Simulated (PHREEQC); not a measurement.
0.2 mol of Vivianite (Fe3(PO4)2:8H2O) is brought to equilibrium with 1 kg of water holding 2.1 mmol/kgw CaCl2, with rising amounts of NaH2PO4, at 25 °C. No oxygen is let in. No CO2 enters from the air. Only these solids could form: Vivianite, Hydroxyapatite, Halite.

The numbers come from PHREEQC with the ion-association model, phreeqc.dat.

```csv
NaH2PO4 added (mol),pH,dissolved Fe (mol/kgw),Hydroxyapatite (mol),FeH2PO4+ (mol/kgw),CaH2PO4+ (mol/kgw)
0,7.10,3.73e-5,6.64e-6,2.43e-8,6.91e-8
0.00833,5.31,0.000147,0,9.86e-5,0.000230
0.0167,[?],0.000228,0,0.000178,0.000385
0.025,5.14,0.000300,0,0.000248,0.000499
0.0333,5.09,0.000368,0,0.000313,0.000590
0.0417,[?],0.000433,0,[?],[?]
0.05,5.04,0.000496,0,0.000439,0.000730
0.0583,5.01,0.000558,0,0.000499,0.000786
0.0667,[?],0.000620,0,0.000559,0.000835
0.075,4.97,[?],0,0.000617,0.000878
0.0833,4.96,0.000739,0,[?],0.000917
0.0917,4.94,0.000799,0,0.000733,[?]
0.1,4.93,0.000857,0,0.000790,0.000985
```

Question: Fill in the missing entries.

Answer: 
- 0.0167, pH: 5.20
- 0.0417, pH: 5.06
- 0.0417, FeH2PO4+ (mol/kgw): 0.000377
- 0.0417, CaH2PO4+ (mol/kgw): 0.000666
- 0.0667, pH: 4.99
- 0.075, dissolved Fe (mol/kgw): 0.000680
- 0.0833, FeH2PO4+ (mol/kgw): 0.000675
- 0.0917, CaH2PO4+ (mol/kgw): 0.000953

Species that the database lacks are ignored.
